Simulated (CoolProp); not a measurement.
Vapour-liquid equilibrium of methane (1) + ethane (2) at 174.7 K; x and y are mole fractions of (1).

Values from CoolProp's multi-fluid Helmholtz-energy mixture model, Setzmann 1991 and Bücker 2006; pair parameters Kunz 2012.

```json
[
 {"x": "0.05", "bubble pressure (MPa)": "0.1997", "y at the bubble point": "(withheld)", "dew pressure at overall composition x (MPa)": "0.06057", "liquid density (mol/L)": "18.67"},
 {"x": "0.15", "bubble pressure (MPa)": "0.4732", "y at the bubble point": "0.881", "dew pressure at overall composition x (MPa)": "(withheld)", "liquid density (mol/L)": "19.02"},
 {"x": "0.25", "bubble pressure (MPa)": "0.7339", "y at the bubble point": "0.925", "dew pressure at overall composition x (MPa)": "0.07678", "liquid density (mol/L)": "19.35"},
 {"x": "0.35", "bubble pressure (MPa)": "0.9842", "y at the bubble point": "0.946", "dew pressure at overall composition x (MPa)": "0.08860", "liquid density (mol/L)": "19.65"},
 {"x": "0.45", "bubble pressure (MPa)": "1.227", "y at the bubble point": "0.958", "dew pressure at overall composition x (MPa)": "0.1047", "liquid density (mol/L)": "19.91"},
 {"x": "0.55", "bubble pressure (MPa)": "1.466", "y at the bubble point": "(withheld)", "dew pressure at overall composition x (MPa)": "(withheld)", "liquid density (mol/L)": "20.10"},
 {"x": "0.65", "bubble pressure (MPa)": "1.706", "y at the bubble point": "0.974", "dew pressure at overall composition x (MPa)": "0.1643", "liquid density (mol/L)": "20.21"},
 {"x": "0.75", "bubble pressure (MPa)": "1.955", "y at the bubble point": "0.980", "dew pressure at overall composition x (MPa)": "0.2294", "liquid density (mol/L)": "20.17"},
 {"x": "0.85", "bubble pressure (MPa)": "(withheld)", "y at the bubble point": "0.987", "dew pressure at overall composition x (MPa)": "0.3793", "liquid density (mol/L)": "(withheld)"},
 {"x": "0.95", "bubble pressure (MPa)": "2.547", "y at the bubble point": "0.994", "dew pressure at overall composition x (MPa)": "1.060", "liquid density (mol/L)": "19.16"}
]
```

What belongs in the gaps?


- 0.05, y at the bubble point: 0.712
- 0.15, dew pressure at overall composition x (MPa): 0.06772
- 0.55, y at the bubble point: 0.967
- 0.55, dew pressure at overall composition x (MPa): 0.1279
- 0.85, bubble pressure (MPa): 2.225
- 0.85, liquid density (mol/L): 19.89

No azeotrope shows between x = 0.05 and 0.95.

The pair parameters rest on a limited set of measurements; away from them the model extrapolates. The gap from Raoult's law changes sign with composition, which may be real or a fault of the pair parameters; it wasn't checked against measurements.
